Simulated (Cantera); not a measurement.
A closed system holds: 1 mol Si₃N₄, 0.012 mol Si, 1.1 mol N₂, equilibrated at 2050 °C and 0.133 bar.

Cantera equilibrium calculation (NASA polynomials, part measured and part estimated; ideal gas, pure solids and liquids). Candidate condensed phases: Si, Si₃N₄; 7 gas species. The tables' values for SiN are old estimates; treat these amounts as uncertain. Equilibrium is a limit: real reactors are often held back by kinetics, nucleation or transport.

Base state: N₂ 0.990, Si 0.00856, Si₂N 0.000420, SiN 0.000418, Si₂ 0.000172, Si₃ 3.19e-5 (mole fractions); condensed: Si(l).

### Question
What changes in the equilibrium state with this change: 0.027 mol CH₄ added?

### Answer
```
species       before     after
-----------  -------  --------
N₂             0.990     0.970
H₂                 0    0.0146
Si           0.00856   0.00856
H                  0   0.00361
HCN                0  0.000801
Si₂C               0  0.000747
SiH                0  0.000133
HNC                0   7.53e-5
SiC₂               0   3.00e-5
Si(l), mol      2.98      2.95
SiC(s), mol        0    0.0216
```
Mutual solubility and eutectic melting of coexisting phases are not modelled. Further candidate phases: C, C₆H₆, C₇H₈, C₈H₁₈, SiC.

### Question
What changes in the equilibrium state with this change: 0.0093 mol Cl₂ added?

### Answer
| species | before | after |
|---|---|---|
| N₂ | 0.990 | 0.987 |
| Si | 0.00856 | 0.00856 |
| SiCl₂ | 0 | 0.00215 |
| SiCl | 0 | 0.000859 |
| Cl | 0 | 0.000759 |
| Si₂N | 0.000420 | 0.000419 |
| SiN | 0.000418 | 0.000417 |
| Si₃ | 3.19e-5 | 3.19e-5 |
| Si(l), mol | 2.98 | 2.97 |
The tables' values for SiCl, SiN are old estimates; treat these amounts as uncertain.
